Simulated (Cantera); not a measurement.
Input (Python, Cantera) and output of one run.

```python
import numpy as np
import cantera as ct

gas_names = [...]  # 113 gases of nasa_gas.yaml made of C, H, O, Ti
cond_names = """
    C(gr) C6H6(L) C7H8(L) C8H18(L),n-octa H2O(s) H2O(L) Ti(a) Ti(b) Ti(L) TiC(s) TiC(L) TiO(a) TiO(b)
    TiO(L) TiO2(ru) TiO2(L) Ti2O3(a) Ti2O3(b) Ti2O3(L) Ti3O5(a) Ti3O5(b) Ti3O5(L) Ti4O7(s) Ti4O7(L)
""".split()


# ... load() reads the species with a 1 bar reference pressure and builds the phases ...
atoms = {
    'TiO2': {'Ti': 1, 'O': 2},
    'C': {'C': 1},
    'H2': {'H': 2},
}
top_T = {'C(gr)': 4500}  # K; cautious upper limits of use, not melting points


# ... equilibrate(T, P, feed) seeds the gas with the atoms and calls Mixture.equilibrate('TP', solver="vcs", rtol=1e-11, max_steps=5000) ...
results = []
feed = {'TiO2': 1, 'C': 2.5, 'H2': 0.69}  # mol
P = 10000  # Pa
for T in [1098, 1198, 1298, 1398, 1498, 1598, 1698, 1798, 1898, 1998, 2098, 2198, 2298, 2398]:
    mix = equilibrate(T, P, feed)
    results.append((T, P, feed, dict(zip(mix.species_names, mix.species_moles))))
    x = sorted(zip(gas.X, gas.species_names), reverse=True)
    print(f"T = {T:g} K  P = {P:g} Pa  gas = {mix.phase_moles(0):.4g} mol")
    print("   x: " + "  ".join(f"{s} {v:.3e}" for v, s in x if v > 1e-05))
    print("   condensed (mol): " + ("  ".join(f"{mix.phase(i).name} {mix.phase_moles(i):.4g}"
          for i in range(1, mix.n_phases) if mix.phase_moles(i) > 1e-12) or "none"))
```

It prints:

```
T = 1098 K  P = 10000 Pa  gas = 0.7114 mol
   x: H2 9.629e-01  CO 3.342e-02  CH4 3.388e-03  H2O 2.957e-04  CO2 1.019e-05
   condensed (mol): C(gr) 2.474  TiO2(ru) 0.904  Ti4O7(s) 0.024
T = 1198 K  P = 10000 Pa  gas = 0.9386 mol
   x: H2 7.329e-01  CO 2.656e-01  CH4 8.615e-04  H2O 5.167e-04  CO2 1.371e-04
   condensed (mol): C(gr) 2.25  Ti4O7(s) 0.25
T = 1298 K  P = 10000 Pa  gas = 1.023 mol
   x: H2 6.738e-01  CO 3.256e-01  CH4 3.616e-04  H2O 2.039e-04  CO2 5.616e-05
   condensed (mol): C(gr) 2.167  Ti3O5(b) 0.3333
T = 1398 K  P = 10000 Pa  gas = 1.594 mol
   x: CO 5.671e-01  H2 4.326e-01  H2O 9.292e-05  CH4 8.176e-05  CO2 5.632e-05
   condensed (mol): C(gr) 1.253  TiC(s) 0.3425  Ti3O5(b) 0.2192
T = 1498 K  P = 10000 Pa  gas = 2.39 mol
   x: CO 7.112e-01  H2 2.886e-01  H2O 7.704e-05  CO2 7.360e-05  H 2.919e-05  CH4 1.003e-05
   condensed (mol): TiC(s) 0.8001  Ti2O3(b) 0.09993
T = 1598 K  P = 10000 Pa  gas = 2.39 mol
   x: CO 7.112e-01  H2 2.886e-01  H 9.042e-05  H2O 8.461e-05  CO2 6.958e-05
   condensed (mol): TiC(s) 0.8001  Ti2O3(b) 0.09993
T = 1698 K  P = 10000 Pa  gas = 2.39 mol
   x: CO 7.111e-01  H2 2.885e-01  H 2.456e-04  H2O 9.162e-05  CO2 6.625e-05
   condensed (mol): TiC(s) 0.8001  Ti2O3(b) 0.09993
T = 1798 K  P = 10000 Pa  gas = 2.391 mol
   x: CO 7.110e-01  H2 2.882e-01  H 5.978e-04  H2O 9.805e-05  CO2 6.345e-05
   condensed (mol): TiC(s) 0.8002  Ti2O3(b) 0.09992
T = 1898 K  P = 10000 Pa  gas = 2.391 mol
   x: CO 7.107e-01  H2 2.878e-01  H 1.326e-03  H2O 1.039e-04  CO2 6.106e-05
   condensed (mol): TiC(s) 0.8002  Ti2O3(b) 0.09992
T = 1998 K  P = 10000 Pa  gas = 2.393 mol
   x: CO 7.102e-01  H2 2.869e-01  H 2.717e-03  H2O 1.091e-04  CO2 5.901e-05
   condensed (mol): TiC(s) 0.8002  Ti2O3(b) 0.09991
T = 2098 K  P = 10000 Pa  gas = 2.446 mol
   x: CO 7.153e-01  H2 2.794e-01  H 5.144e-03  H2O 1.003e-04  CO2 5.204e-05  TiO 3.038e-05
   condensed (mol): TiC(s) 0.7502  TiO(L) 0.2497
T = 2198 K  P = 10000 Pa  gas = 2.452 mol
   x: CO 7.137e-01  H2 2.767e-01  H 9.264e-03  TiO 1.137e-04  H2O 8.765e-05  CO2 4.285e-05  Ti 1.918e-05
   condensed (mol): TiC(s) 0.7501  TiO(L) 0.2495
T = 2298 K  P = 10000 Pa  gas = 2.461 mol
   x: CO 7.112e-01  H2 2.724e-01  H 1.581e-02  TiO 3.767e-04  Ti 1.077e-04  H2O 7.684e-05  CO2 3.583e-05
   condensed (mol): TiC(s) 0.75  TiO(L) 0.2488
T = 2398 K  P = 10000 Pa  gas = 2.476 mol
   x: CO 7.068e-01  H2 2.657e-01  H 2.568e-02  TiO 1.123e-03  Ti 5.224e-04  H2O 6.727e-05  CO2 3.031e-05
   condensed (mol): TiC(s) 0.7495  TiO(L) 0.2464
```

Method: chemical equilibrium by Gibbs-energy minimisation in Cantera with the NASA 1993 tables (ideal gas, pure condensed phases). Mutual solubility and eutectic melting of coexisting phases are not modelled. TiC, TiO: taken at fixed stoichiometry. Condensed phases not in the tables: Magnéli phases beyond Ti4O7, solid solutions among these carbides, nitrides and lower oxides.
